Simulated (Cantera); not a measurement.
A Cantera script and what it prints.

```python
import numpy as np
import cantera as ct

gas_names = """
    Fe FeO N NO NO2 NO3 N2 N2O O O2 O3 S SN SO SO2 SO3 S2 S2O S8
""".split()
cond_names = """
    Fe(a) Fe(c) Fe(d) Fe(L) FeO(s) FeO(L) FeS(a) FeS(b) FeS(c) FeS(L) FeSO4(s) FeS2(s) Fe2O3(s)
    Fe2S3O12(s) Fe3O4(s) S(cr1) S(cr2) S(L)
""".split()


# ... load() reads the species with a 1 bar reference pressure and builds the phases ...
atoms = {
    'FeS': {'Fe': 1, 'S': 1},
    'O2': {'O': 2},
    'N2': {'N': 2},
}
top_T = {'FeSO4(s)': 950, 'FeS2(s)': 1010, 'Fe2O3(s)': 1830, 'Fe2S3O12(s)': 1100, 'Fe3O4(s)': 1870}  # K; cautious upper limits of use, not melting points


# ... equilibrate(T, P, feed) seeds the gas with the atoms and calls Mixture.equilibrate('TP', solver="vcs", rtol=1e-11, max_steps=5000) ...
results = []
T = 698  # K
P = 120000  # Pa
for m in [0.2, 0.27, 0.37, 0.49, 0.65, 0.88, 1.2, 1.6, 2.1, 2.8, 3.7, 5, 6.7]:
    feed = {'FeS': 1, 'O2': m, 'N2': 7.2}  # mol
    mix = equilibrate(T, P, feed)
    results.append((T, P, feed, dict(zip(mix.species_names, mix.species_moles))))
    x = sorted(zip(gas.X, gas.species_names), reverse=True)
    print(f"T = {T:g} K  P = {P:g} Pa  n(O2) = {m:g} mol  gas = {mix.phase_moles(0):.4g} mol")
    print("   x: " + "  ".join(f"{s} {v:.3e}" for v, s in x if v > 0.001))
    print("   condensed (mol): " + ("  ".join(f"{mix.phase(i).name} {mix.phase_moles(i):.4g}"
          for i in range(1, mix.n_phases) if mix.phase_moles(i) > 1e-12) or "none"))
```

Result:

```
T = 698 K  P = 120000 Pa  n(O2) = 0.2 mol  gas = 7.2 mol
   x: N2 1.000e+00
   condensed (mol): FeS(c) 0.4001  FeS2(s) 0.2999  Fe3O4(s) 0.09999
T = 698 K  P = 120000 Pa  n(O2) = 0.27 mol  gas = 7.2 mol
   x: N2 1.000e+00
   condensed (mol): FeS(c) 0.1901  FeS2(s) 0.4049  Fe3O4(s) 0.135
T = 698 K  P = 120000 Pa  n(O2) = 0.37 mol  gas = 7.228 mol
   x: N2 9.962e-01  SO2 3.802e-03
   condensed (mol): FeS2(s) 0.4862  Fe3O4(s) 0.1713
T = 698 K  P = 120000 Pa  n(O2) = 0.49 mol  gas = 7.318 mol
   x: N2 9.839e-01  SO2 1.605e-02
   condensed (mol): FeS2(s) 0.4412  Fe3O4(s) 0.1863
T = 698 K  P = 120000 Pa  n(O2) = 0.65 mol  gas = 7.438 mol
   x: N2 9.681e-01  SO2 3.192e-02
   condensed (mol): FeS2(s) 0.3812  Fe3O4(s) 0.2063
T = 698 K  P = 120000 Pa  n(O2) = 0.88 mol  gas = 7.61 mol
   x: N2 9.461e-01  SO2 5.386e-02
   condensed (mol): FeS2(s) 0.2949  Fe3O4(s) 0.235
T = 698 K  P = 120000 Pa  n(O2) = 1.2 mol  gas = 7.85 mol
   x: N2 9.172e-01  SO2 8.278e-02
   condensed (mol): FeS2(s) 0.1748  Fe3O4(s) 0.2751
T = 698 K  P = 120000 Pa  n(O2) = 1.6 mol  gas = 8.15 mol
   x: N2 8.834e-01  SO2 1.165e-01
   condensed (mol): FeS2(s) 0.02479  Fe3O4(s) 0.3251
T = 698 K  P = 120000 Pa  n(O2) = 2.1 mol  gas = 7.216 mol
   x: N2 9.978e-01  SO2 2.188e-03
   condensed (mol): FeSO4(s) 0.5684  Fe2O3(s) 0.07723  Fe2S3O12(s) 0.1386
T = 698 K  P = 120000 Pa  n(O2) = 2.8 mol  gas = 7.75 mol
   x: N2 9.290e-01  O2 7.097e-02
   condensed (mol): Fe2O3(s) 0.1667  Fe2S3O12(s) 0.3333
T = 698 K  P = 120000 Pa  n(O2) = 3.7 mol  gas = 8.65 mol
   x: N2 8.324e-01  O2 1.676e-01
   condensed (mol): Fe2O3(s) 0.1667  Fe2S3O12(s) 0.3333
T = 698 K  P = 120000 Pa  n(O2) = 5 mol  gas = 9.95 mol
   x: N2 7.236e-01  O2 2.764e-01
   condensed (mol): Fe2O3(s) 0.1667  Fe2S3O12(s) 0.3333
T = 698 K  P = 120000 Pa  n(O2) = 6.7 mol  gas = 11.65 mol
   x: N2 6.180e-01  O2 3.820e-01
   condensed (mol): Fe2O3(s) 0.1667  Fe2S3O12(s) 0.3333
```

Equilibrium computed with Cantera from the NASA thermochemical tables; the gas is ideal and each condensed phase is pure. FeS: taken at fixed stoichiometry.
